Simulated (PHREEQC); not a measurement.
## Alkaline etch or developer: an equilibrium model

A solution holds 0.14 mol/kgw NH3, 0.00018 mol/kgw K2SiO3 and 0.00038 mol/kgw Na2CO3, at 25 °C. Closed to the air; pH follows from the charge balance.

Equilibrium calculation in PHREEQC: ion-association model, wateq4f.dat.

This is a speciation only: nothing precipitates in the calculation.

What pH, ionic strength does the model give?

pH 11.22; ionic strength 0.00301 mol/kgw.

In which forms is N present?

NH3 99 %, NH4+ 1.1 % of the N.
